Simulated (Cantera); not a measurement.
A perfectly stirred reactor is fed with CH4 : O2 : N2 = 1 : 1.18 : 4.42 (molar parts), at 9.87 atm; it is adiabatic with a 498 K inlet, and is followed from long to short residence time, starting on the burning branch (τ in s: 0.12, 0.054, 0.025, 0.012, 0.0054, 0.0025, 0.0012, 0.00054, 0.00025, 0.00012, 5.4e-05).

Computed with Cantera and GRI-Mech 3.0 (53 species, 325 reactions).

Q: What does this change do: pressure from 9.87 atm to 5.43 atm?

A: 
| quantity | before | after |
|---|---|---|
| blow-out, bracketed by the residence times tried | burning at 0.540 ms, out at 0.250 ms | burning at 0.540 ms, out at 0.250 ms |
| x(CH4) at τ = 0.120 s | 0.00336 | 0.00344 |
| x(O2) at τ = 0.120 s | 8.14e-5 | 0.000116 |
| x(CH2) at τ = 0.120 s | 9.32e-8 | 1.82e-7 |
| x(H2O2) at τ = 0.120 s | 3.82e-9 | 3.55e-9 |
| x(C2H6) at τ = 0.120 s | 1.04e-6 | 1.16e-6 |
| x(CH4) at τ = 2.50 ms | 0.0123 | 0.0119 |
| x(O2) at τ = 2.50 ms | 0.00249 | 0.00332 |
| x(CH2) at τ = 2.50 ms | 1.70e-6 | 2.99e-6 |
| x(H2O2) at τ = 2.50 ms | 1.37e-7 | 1.27e-7 |
| x(C2H6) at τ = 2.50 ms | 3.51e-5 | 4.01e-5 |

Q: What does this change do: pressure from 9.87 atm to 4.93 atm?

A: 
```csv
quantity,before,after
"blow-out, bracketed by the residence times tried","burning at 0.540 ms, out at 0.250 ms","burning at 0.540 ms, out at 0.250 ms"
x(CH4) at τ = 0.120 s,0.00336,0.00344
x(O2) at τ = 0.120 s,8.14e-5,0.000122
x(CH2) at τ = 0.120 s,9.32e-8,2.03e-7
x(H2O2) at τ = 0.120 s,3.82e-9,3.51e-9
x(C2H6) at τ = 0.120 s,1.04e-6,1.18e-6
x(CH4) at τ = 2.50 ms,0.0123,0.0118
x(O2) at τ = 2.50 ms,0.00249,0.00345
x(CH2) at τ = 2.50 ms,1.70e-6,3.27e-6
x(H2O2) at τ = 2.50 ms,1.37e-7,1.25e-7
x(C2H6) at τ = 2.50 ms,3.51e-5,4.08e-5
```
